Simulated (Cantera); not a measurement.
## Ammonia decomposition in nitride growth gas

An isothermal, constant-pressure homogeneous reactor starts with 67.6 % NH3, 32.4 % N2, at 1925 K and 0.0180 bar.

Detailed kinetics in Cantera: the gas-phase N/H chemistry of the illustrative SiF4/NH3 mechanism in the Surface Chemkin manual (1991). Walls and surfaces, which speed up NH3 decomposition in real reactors, are not modelled.

```
t (s)      x NH3      x NH     x NH2    x N2H4       x H      x H2
--------  ------  --------  --------  --------  --------  --------
1.00e-5    0.676  2.30e-12   8.93e-7    <1e-12   2.09e-7   3.42e-7
4.64e-5    0.676  8.74e-11   4.88e-6    <1e-12   2.30e-7   2.33e-6
0.000215   0.676   2.96e-9   2.35e-5  8.07e-12   2.30e-7   1.16e-5
0.00100    0.676   1.16e-7  0.000110  1.86e-10   2.39e-7   5.55e-5
0.00464    0.675   2.07e-6  0.000494   3.83e-9   4.89e-7  0.000339
0.0215     0.669   7.59e-6   0.00114   2.04e-8   4.40e-6   0.00524
0.100      0.636   1.02e-5   0.00103   1.68e-8   2.13e-5    0.0349
0.464      0.508   1.26e-5  0.000802   1.01e-8   8.45e-5     0.149
2.15       0.219   1.03e-5  0.000426   2.86e-9  0.000282     0.409
10.0      0.0177   3.92e-6   7.23e-5  8.19e-11  0.000849     0.588
```
x: mole fraction; the columns are a selection and need not sum to one.

Equilibrium at this temperature and pressure: NH3 1.20e-7, NH 1.10e-9, NH2 3.13e-9, N2H4 <1e-12, H 0.00556, H2 0.600 (gas phase only).
